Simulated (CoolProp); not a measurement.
Vapour-liquid equilibrium of n-heptane (1) + o-xylene (2) at 338.2 K; x and y are mole fractions of (1).

Values from CoolProp's multi-fluid Helmholtz-energy mixture model, Span 2003 and Zhou 2012; pair parameters Bell 2016.

```csv
x,"bubble pressure, mixture model (MPa)","bubble pressure, Raoult's law (MPa)","y, mixture model","y, Raoult's law"
0.05,…,0.008177,0.269,0.207
0.2,0.01418,0.01223,…,0.554
0.35,0.01848,0.01629,0.744,0.728
0.5,…,0.02035,…,0.832
0.65,…,0.02441,0.888,0.902
0.8,0.02915,0.02847,…,0.952
0.95,0.03267,0.03252,…,0.990
```

**Question.** Some entries are withheld; supply them.

**Answer.** 
- 0.05, bubble pressure, mixture model (MPa): 0.008905
- 0.2, y, mixture model: 0.605
- 0.5, bubble pressure, mixture model (MPa): 0.02223
- 0.5, y, mixture model: 0.827
- 0.65, bubble pressure, mixture model (MPa): 0.02572
- 0.8, y, mixture model: 0.939
- 0.95, y, mixture model: 0.985

The largest gap from Raoult's law is +15.9 % in bubble pressure, at x = 0.2. No azeotrope shows between x = 0.05 and 0.95.

Pair parameters are fitted to limited data, so mixtures are less certain than the pure fluids.
